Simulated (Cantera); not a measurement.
**Adiabatic ignition**

An adiabatic, constant-pressure homogeneous reactor starts with 26.1 % H2, 10.9 % O2, 41.0 % N2, 21.9 % H2O, at 1600 K and 5.00 bar.

Model: GRI-Mech 3.0 (53 species, 325 reactions), integrated in Cantera. The hydrogen kinetics of GRI-Mech 3.0 are dated; newer H2 mechanisms differ, most at raised pressure.

```tsv
t (s)	T (K)	x H2	x O2	x H2O	x NO2	x HO2
2.00e-6	1608	0.257	0.107	0.223	1.02e-12	0.000331
5.73e-6	2476	0.0781	0.0126	0.413	7.33e-9	2.06e-5
1.64e-5	2725	0.0646	0.00542	0.449	1.95e-8	6.20e-6
4.70e-5	2767	0.0618	0.00410	0.456	4.72e-8	4.48e-6
0.000135	2767	0.0619	0.00402	0.456	1.25e-7	4.39e-6
0.000385	2764	0.0623	0.00387	0.455	3.16e-7	4.24e-6
0.00110	2760	0.0631	0.00364	0.455	5.98e-7	4.01e-6
0.00316	2758	0.0633	0.00356	0.455	6.93e-7	3.93e-6
0.00906	2758	0.0633	0.00356	0.455	6.94e-7	3.93e-6
0.0259	2758	0.0633	0.00356	0.455	6.94e-7	3.93e-6
0.0743	2758	0.0633	0.00356	0.455	6.94e-7	3.93e-6
0.213	2758	0.0633	0.00356	0.455	6.94e-7	3.93e-6
0.610	2758	0.0633	0.00356	0.455	6.94e-7	3.93e-6
1.75	2758	0.0633	0.00356	0.455	6.94e-7	3.93e-6
5.00	2758	0.0633	0.00356	0.455	6.94e-7	3.93e-6
```
x: mole fraction; the columns are a selection and need not sum to one.

| Property | Result |
|---|---|
| time of steepest temperature rise | 2.88 µs |
| temperature at 5.00 s | 2758 K |
| equilibrium temperature | 2758 K |
| x(H2) at 5.00 s | 0.0633 (gas-phase equilibrium 0.0633) |
| x(O2) at 5.00 s | 0.00356 (gas-phase equilibrium 0.00356) |
| x(H2O) at 5.00 s | 0.455 (gas-phase equilibrium 0.455) |
